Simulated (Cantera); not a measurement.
What does this Cantera script print?

```python
import numpy as np
import cantera as ct

gas = ct.Solution("gri30.yaml")
gas.TPX = 2200, 1900, {'NO': 1, 'N2': 4.5}
inlet = ct.Reservoir(gas, clone=True)

reactor = ct.IdealGasConstPressureReactor(gas, energy="off", clone=False)
exhaust = ct.Reservoir(gas, clone=True)
tau = [1.3, 0.33, 0.088, 0.023, 0.0061, 0.0016, 0.00042, 0.00011][0]
for a, b in ((inlet, reactor), (reactor, exhaust)):
    ct.MassFlowController(a, b, mdot=lambda t: reactor.mass / tau)
net = ct.ReactorNet([reactor])
show = ['NO', 'N2', 'O', 'N2O', 'O2', 'NO2']

rows = []
print(f"{'tau/s':>10s}{'T/K':>9s}" + "".join(f"{s:>11s}" for s in show))
for tau in [1.3, 0.33, 0.088, 0.023, 0.0061, 0.0016, 0.00042, 0.00011]:
    net.initial_time = 0.0
    net.advance(30 * tau)
    before = gas.X
    net.advance(40 * tau)
    drift = np.max(np.abs(gas.X - before) / (gas.X + 1e-9))
    rows.append([gas.T, *gas[show].X, drift])
    print(f"{tau:10.3e}{gas.T:9.1f}" + "".join(f"{x:11.3e}" for x in gas[show].X))
```

Output:

```
     tau/s      T/K         NO         N2          O        N2O         O2        NO2
 1.300e+00   2200.0  1.144e-01  8.504e-01  3.319e-03  4.395e-06  3.189e-02  7.874e-06
 3.300e-01   2200.0  1.697e-01  8.236e-01  1.370e-03  1.212e-05  5.285e-03  4.645e-06
 8.800e-02   2200.0  1.804e-01  8.187e-01  4.270e-04  1.501e-05  4.749e-04  1.483e-06
 2.300e-02   2200.0  1.816e-01  8.182e-01  1.098e-04  1.345e-05  3.210e-05  3.733e-07
 6.100e-03   2200.0  1.818e-01  8.182e-01  2.466e-05  8.513e-06  1.905e-06  7.623e-08
 1.600e-03   2200.0  1.818e-01  8.182e-01  5.233e-06  3.497e-06  1.056e-07  1.194e-08
 4.200e-04   2200.0  1.818e-01  8.182e-01  1.217e-06  1.077e-06  6.431e-09  1.392e-09
 1.100e-04   2200.0  1.818e-01  8.182e-01  3.055e-07  2.955e-07  4.226e-10  1.203e-10
```

Computed with Cantera and GRI-Mech 3.0 (53 species, 325 reactions). Radical loss at walls, strong at low pressure, is not modelled.
